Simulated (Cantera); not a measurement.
Cantera run:

```python
import numpy as np
import cantera as ct

gas_names = """
    AL ALH ALI ALI3 ALN ALO ALOH ALO2 ALO2H AL2 AL2I6 AL2O AL2O2 H HALO HI HNO HNO2 HNO3 HO2 H2 H2O H2O2
    I I2 N NH NH2 NH3 NH2OH NO NO2 NO3 N2 N2H2 N2H4 N2O O OH O2 O3
""".split()
cond_names = """
    AL(cr) AL(L) ALI3(s) ALI3(L) ALN(s) AL2O3(a) AL2O3(L) H2O(s) H2O(L) I2(cr) I2(L)
""".split()


# ... load() reads the species with a 1 bar reference pressure and builds the phases ...
atoms = {
    'AlI3': {'AL': 1, 'I': 3},
    'H2O': {'H': 2, 'O': 1},
    'N2': {'N': 2},
}
top_T = {'ALN(s)': 2750}  # K; cautious upper limits of use, not melting points


# ... equilibrate(T, P, feed) seeds the gas with the atoms and calls Mixture.equilibrate('TP', solver="vcs", rtol=1e-11, max_steps=5000) ...
results = []
feed = {'AlI3': 1, 'H2O': 46, 'N2': 85}  # mol
P = 23  # Pa
for T in [1100, 1250, 1400, 1550, 1700, 1850, 2000, 2150]:
    mix = equilibrate(T, P, feed)
    results.append((T, P, feed, dict(zip(mix.species_names, mix.species_moles))))
    x = sorted(zip(gas.X, gas.species_names), reverse=True)
    print(f"T = {T:g} K  P = {P:g} Pa  gas = {mix.phase_moles(0):.4g} mol")
    print("   x: " + "  ".join(f"{s} {v:.3e}" for v, s in x if v > 0.0001))
    print("   condensed (mol): " + ("  ".join(f"{mix.phase(i).name} {mix.phase_moles(i):.4g}"
          for i in range(1, mix.n_phases) if mix.phase_moles(i) > 1e-12) or "none"))
```

Result:

```
T = 1100 K  P = 23 Pa  gas = 133.9 mol
   x: N2 6.347e-01  H2O 3.323e-01  I 2.111e-02  H2 1.056e-02  HI 1.276e-03
   condensed (mol): AL2O3(a) 0.5
T = 1250 K  P = 23 Pa  gas = 134 mol
   x: N2 6.345e-01  H2O 3.322e-01  I 2.194e-02  H2 1.097e-02  HI 4.484e-04
   condensed (mol): AL2O3(a) 0.5
T = 1400 K  P = 23 Pa  gas = 134 mol
   x: N2 6.344e-01  H2O 3.321e-01  I 2.220e-02  H2 1.110e-02  HI 1.910e-04
   condensed (mol): AL2O3(a) 0.5
T = 1550 K  P = 23 Pa  gas = 134 mol
   x: N2 6.342e-01  H2O 3.317e-01  I 2.229e-02  H2 1.127e-02  H 2.204e-04  OH 2.181e-04
   condensed (mol): AL2O3(a) 0.5
T = 1700 K  P = 23 Pa  gas = 134.3 mol
   x: N2 6.327e-01  H2O 3.276e-01  I 2.227e-02  H2 1.359e-02  OH 1.411e-03  H 1.133e-03  O2 1.020e-03  NO 1.811e-04
   condensed (mol): AL2O3(a) 0.5
T = 1850 K  P = 23 Pa  gas = 135.6 mol
   x: N2 6.263e-01  H2O 3.102e-01  H2 2.350e-02  I 2.207e-02  H 5.445e-03  O2 5.444e-03  OH 5.311e-03  O 9.382e-04  NO 7.038e-04
   condensed (mol): AL2O3(a) 0.4999
T = 2000 K  P = 23 Pa  gas = 139.4 mol
   x: N2 6.089e-01  H2O 2.693e-01  H2 4.262e-02  H 2.214e-02  I 2.148e-02  O2 1.445e-02  OH 1.397e-02  O 5.303e-03  NO 1.766e-03
   condensed (mol): AL2O3(a) 0.4993
T = 2150 K  P = 23 Pa  gas = 148.6 mol
   x: N2 5.702e-01  H2O 1.948e-01  H 7.113e-02  H2 6.543e-02  OH 2.735e-02  O2 2.645e-02  O 2.096e-02  I 2.015e-02  NO 3.394e-03
   condensed (mol): AL2O3(a) 0.4942
```

Equilibrium computed with Cantera from the NASA thermochemical tables; the gas is ideal and each condensed phase is pure.
